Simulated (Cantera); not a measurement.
Input: 1 mol CH3F, 0.047 mol CH4, 0.13 mol H2, at 3125 °C and 0.100 bar.

Method: chemical equilibrium by Gibbs-energy minimisation in Cantera with the NASA 1993 tables (ideal gas, pure condensed phases). Candidate condensed phases: C, C6H6, C7H8, C8H18; 95 gas species. Equilibrium is a limit: real reactors are often held back by kinetics, nucleation or transport.

Base state: H 0.481, HF 0.276, H2 0.107, C3 0.0678, C2H 0.0152, F 0.0145, C2H2 (acetylene) 0.0119, C 0.0115 (mole fractions); condensed: gas only.

### Question
What changes in the equilibrium state with this change: temperature from 3125 °C to 1600 °C?

### Answer
```csv
species,before,after
H2,0.107,0.549
HF,0.276,0.449
H,0.481,0.00151
C3,0.0678,<1e-9
C,0.0115,<1e-9
C2H,0.0152,5.58e-9
F,0.0145,2.94e-7
C2H2 (acetylene),0.0119,0.000172
C2,0.00924,<1e-9
CF,0.00279,<1e-9
C5,0.00233,<1e-9
C4,0.000507,<1e-9
"C(graphite), mol",0,1.05
```
